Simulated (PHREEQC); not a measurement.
Consider water at 20 °C with 0.018 mol/kgw H3BO3, 0.057 mol/kgw Na2CO3 and 0.0013 mol/kgw NaCl. Closed to the air; pH follows from the charge balance.

The numbers come from PHREEQC with the ion-association model, phreeqc.dat.

Task: The ionic strength comes out as 0.127 mol/kgw. What activity coefficients do NaCO3-, CO3-2, Cl-, Na+, OH- get?

Result: NaCO3- 0.77, CO3-2 0.36, Cl- 0.75, Na+ 0.77, OH- 0.74.

This is a speciation only: nothing precipitates in the calculation.
